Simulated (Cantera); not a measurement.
# CaO + HCl (oxide etching and cleaning by halides)

Feed: 1 mol CaO, a varied amount of HCl, held at 1775 K and 0.0990 bar.

Equilibrium computed with Cantera from the NASA thermochemical tables; the gas is ideal and each condensed phase is pure. Candidate condensed phases: Ca, CaCl₂, CaO, Ca(OH)₂, H₂O; 21 gas species. Condensed phases not in the tables: oxide chlorides. Equilibrium is a limit: real reactors are often held back by kinetics, nucleation or transport.

```tsv
n(HCl) (mol)	log p HCl	log p CaCl₂	log p H₂O	log p Cl	n CaO(s)
3	-1.42	-1.52	-1.52	-3.31	0.0815
4.1	-1.30	-1.62	-1.62	-3.22	0
5.7	-1.20	-1.76	-1.76	-3.14	0
7.9	-1.14	-1.90	-1.90	-3.10	0
11	-1.10	-2.05	-2.05	-3.07	0
15	-1.07	-2.18	-2.18	-3.05	0
21	-1.05	-2.33	-2.33	-3.04	0
```
log p: log10 of the partial pressure in bar; n: condensed amount in mol.

At 3 mol HCl the condensed part is CaO(s). From 4.1 mol HCl to 21 mol HCl nothing is condensed. The main Ca-bearing gas is CaCl₂ throughout.
